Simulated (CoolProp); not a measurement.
Vapour-liquid equilibrium of hydrogen sulfide (1) + benzene (2) at 295.3 K; x and y are mole fractions of (1).

Values from CoolProp's multi-fluid Helmholtz-energy mixture model, Lemmon 2006 and Thol 2012; pair parameters Bell 2016.

| x | bubble pressure, mixture model (MPa) | bubble pressure, Raoult's law (MPa) | y, mixture model | y, Raoult's law |
|---|---|---|---|---|
| 0.05 | 0.09745 | 0.1046 | 0.888 | 0.899 |
| 0.2 | 0.3464 | 0.3849 | 0.971 | 0.977 |
| 0.35 | 0.5958 | 0.6652 | 0.985 | 0.989 |
| 0.5 | 0.8581 | 0.9456 | 0.991 | 0.994 |
| 0.65 | 1.140 | 1.226 | 0.995 | 0.997 |
| 0.8 | 1.442 | 1.506 | 0.997 | 0.999 |
| 0.95 | 1.766 | 1.787 | 0.999 | 1.000 |

The largest gap from Raoult's law is -10.4 % in bubble pressure, at x = 0.35. No azeotrope shows between x = 0.05 and 0.95.

The pair parameters rest on a limited set of measurements; away from them the model extrapolates.
